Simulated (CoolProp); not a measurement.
Methane along the isobar 4840 kPa: density (kg/m³) from the reference equation and from simpler models built on Tc = 190.6 K, pc = 4599 kPa, ω = 0.011; each cubic takes its own stable root.

Values from CoolProp's reference Helmholtz-energy equation of state, Setzmann 1991.

```
T (K)          phase  reference
-----  -------------  ---------
163.6         liquid      338.7
198.9  supercritical      84.12
234.2  supercritical      50.13
269.5  supercritical      39.33
304.8  supercritical      33.06
340.1  supercritical      28.77
375.4  supercritical      25.59
410.7  supercritical      23.10
446    supercritical      21.10
481.3  supercritical      19.43
```

### Question
How far does each simpler model (van der Waals, Redlich-Kwong, Peng-Robinson) lie from the reference over these 10 states: mean and median of the absolute difference, and the worst?

### Answer
- van der Waals: mean 4.6 %, median 1.7 %, worst -30.2 % at 163.6 K and 4840 kPa
- Redlich-Kwong: mean 0.8 %, median 0.4 %, worst -4.7 % at 163.6 K and 4840 kPa
- Peng-Robinson: mean 2.5 %, median 1.7 %, worst +7.1 % at 163.6 K and 4840 kPa
